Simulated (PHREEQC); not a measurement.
Dissolve 0.018 mol/kgw LiBr, 0.22 mol/kgw Na2SO4 and 0.00067 mol/kgw KBr at 20 °C. It is in equilibrium with CO2 at log p = -2 (atm). Otherwise closed; pH follows from the charge balance.

The numbers come from PHREEQC with the ion-association model, wateq4f.dat.

No solid was allowed to form.

### Question
Order these S species by the share of S that they hold, largest first: NaSO4-, LiSO4-, SO4-2.

### Answer
SO4-2 (72 %), NaSO4- (27 %), LiSO4- (1.0 %)

### Question
Order these C species by the share of C that they hold, largest first: CO2, HCO3-, NaHCO3.

### Answer
CO2 (90 %), HCO3- (8.9 %), NaHCO3 (0.82 %)

The pH is 5.17 and the ionic strength 0.554 mol/kgw.
